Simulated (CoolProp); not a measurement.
R1336mzz(E) along the isotherm 301.8 K: fugacity coefficient from the reference equation and from simpler models built on Tc = 403.5 K, pc = 2.779 MPa, ω = 0.413; each cubic takes its own stable root.

Values from CoolProp's reference Helmholtz-energy equation of state, Akasaka 2023.

```
p (MPa)   phase  reference  van der Waals  Redlich-Kwong  Soave-Redlich-Kwong
-------  ------  ---------  -------------  -------------  -------------------
0.38     liquid     0.5364         0.9198         0.8957                    …
0.76     liquid     0.2733         0.8387         0.4940               0.2777
1.14     liquid     0.1857         0.5861         0.3371               0.1892
1.52     liquid     0.1419         0.4544         0.2587               0.1450
1.9      liquid     0.1157         0.3756         0.2118                    …
2.28     liquid    0.09823         0.3234         0.1806               0.1009
2.66     liquid    0.08579         0.2863         0.1583              0.08837
3.04     liquid    0.07648         0.2587         0.1417              0.07900
3.42     liquid    0.06927         0.2375         0.1289              0.07173
3.8      liquid    0.06352         0.2207         0.1186              0.06595
4.18     liquid    0.05883         0.2070         0.1103              0.06124
4.56     liquid    0.05494         0.1959         0.1034              0.05734
4.94     liquid    0.05167         0.1866        0.09760                    …
5.32     liquid    0.04888         0.1787        0.09266              0.05126
5.7      liquid    0.04648         0.1721        0.08842              0.04886
```

Problem. What belongs in the gaps?

Solution. 
- 0.38, Soave-Redlich-Kwong: 0.5436
- 1.9, Soave-Redlich-Kwong: 0.1185
- 4.94, Soave-Redlich-Kwong: 0.05406

At some of these states van der Waals, Redlich-Kwong gives the other phase, because its saturation line lies elsewhere.
